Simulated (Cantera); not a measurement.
**Transport properties of process gases**

Gas mixture: 45.8 % CO2, 33.3 % H2, 20.8 % CO, at 3750 Torr, frozen composition.

Cantera's kinetic-theory transport with the Lennard-Jones parameters of GRI-Mech 3.0, ideal gas; thermal conductivity in the multicomponent form.

```json
[
 {"T (K)": "400", "ρ (kg/m³)": "4.01", "cp (J/kg/K)": "1304", "μ (µPa s)": "20.4", "λ (mW/m/K)": "61.4", "Pr": "0.433", "D (cm²/s) NO": "0.0768", "D (cm²/s) N2": "0.0782", "D (cm²/s) NH3": "0.0833"},
 {"T (K)": "650", "ρ (kg/m³)": "2.47", "cp (J/kg/K)": "1440", "μ (µPa s)": "29.9", "λ (mW/m/K)": "92.5", "Pr": "0.466", "D (cm²/s) NO": "0.178", "D (cm²/s) N2": "0.181", "D (cm²/s) NH3": "0.208"},
 {"T (K)": "900", "ρ (kg/m³)": "1.78", "cp (J/kg/K)": "1539", "μ (µPa s)": "37.9", "λ (mW/m/K)": "122", "Pr": "0.478", "D (cm²/s) NO": "0.309", "D (cm²/s) N2": "0.315", "D (cm²/s) NH3": "0.373"},
 {"T (K)": "1150", "ρ (kg/m³)": "1.40", "cp (J/kg/K)": "1609", "μ (µPa s)": "44.9", "λ (mW/m/K)": "150", "Pr": "0.482", "D (cm²/s) NO": "0.467", "D (cm²/s) N2": "0.475", "D (cm²/s) NH3": "0.573"},
 {"T (K)": "1400", "ρ (kg/m³)": "1.15", "cp (J/kg/K)": "1664", "μ (µPa s)": "51.3", "λ (mW/m/K)": "177", "Pr": "0.481", "D (cm²/s) NO": "0.648", "D (cm²/s) N2": "0.660", "D (cm²/s) NH3": "0.805"},
 {"T (K)": "1650", "ρ (kg/m³)": "0.972", "cp (J/kg/K)": "1705", "μ (µPa s)": "57.2", "λ (mW/m/K)": "204", "Pr": "0.479", "D (cm²/s) NO": "0.852", "D (cm²/s) N2": "0.868", "D (cm²/s) NH3": "1.07"},
 {"T (K)": "1900", "ρ (kg/m³)": "0.844", "cp (J/kg/K)": "1737", "μ (µPa s)": "62.8", "λ (mW/m/K)": "229", "Pr": "0.476", "D (cm²/s) NO": "1.08", "D (cm²/s) N2": "1.10", "D (cm²/s) NH3": "1.35"}
]
```
D: mixture-averaged diffusion coefficient of that species in the mixture.
